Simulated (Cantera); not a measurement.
Nitride etching: BN + H2O + N2

A closed system holds: 1 mol BN, 1.4 mol H2O, 0.45 mol N2, at 1450 K and 10.0 Torr.

Cantera equilibrium calculation (NASA polynomials, part measured and part estimated; ideal gas, pure solids and liquids). Candidate condensed phases: B, BN, B2O3, B3O3H3, H2O; 39 gas species. Mutual solubility and eutectic melting of coexisting phases are not modelled. Rates play no part.

* **x(H2)**: 0.600
* **x(N2)**: 0.394
* **x(HBO2)**: 0.00382
* **x(HBO)**: 0.00109
* **x(H2O)**: 0.000829
* **x(B2O3)**: 0.000564
* **x(H)**: 6.34e-5
* **x(B2O2)**: 1.71e-5
* **x(BO)**: 3.25e-6
* **n(BN(s))**: 0.0700 mol
* **n(B2O3(l))**: 0.458 mol
* **gas amount**: 2.322 mol
* **log10 activity of B(s) (absent)**: -3.29
* **log10 activity of B3O3H3(s) (absent)**: -12.55
